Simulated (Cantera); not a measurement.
Charge: 1 mol C₂F₆, 0.022 mol HCl, at 10.0 Torr.

Method: chemical equilibrium by Gibbs-energy minimisation in Cantera with the NASA 1993 tables (ideal gas, pure condensed phases). Candidate condensed phases: C, C₆H₆, C₇H₈, C₈H₁₈; 118 gas species. The feed counts by its element totals alone. Gases not in the tables: C₂F₆ and larger saturated fluorocarbons. The numbers say what is thermodynamically allowed, not how fast it happens.

Task: Which condensed phases are stable at each of these points (T (K)): 2475, 2575, 2675, 2775, 2875, 2975, 3075, 3175, 3275?

Result: 
```json
[
 {"T (K)": "2475", "condensed phases": "C(graphite)", "C condensed (%)": "4.3"},
 {"T (K)": "2575", "condensed phases": "C(graphite)", "C condensed (%)": "17.0"},
 {"T (K)": "2675", "condensed phases": "C(graphite)", "C condensed (%)": "31.4"},
 {"T (K)": "2775", "condensed phases": "C(graphite)", "C condensed (%)": "42.7"},
 {"T (K)": "2875", "condensed phases": "C(graphite)", "C condensed (%)": "46.9"},
 {"T (K)": "2975", "condensed phases": "C(graphite)", "C condensed (%)": "38.2"},
 {"T (K)": "3075", "condensed phases": "C(graphite)", "C condensed (%)": "1.0"},
 {"T (K)": "3175", "condensed phases": "gas only", "C condensed (%)": "0.0"},
 {"T (K)": "3275", "condensed phases": "gas only", "C condensed (%)": "0.0"}
]
```

From 2475 K to 3075 K the condensed part is C(graphite). From 3175 K to 3275 K nothing is condensed.
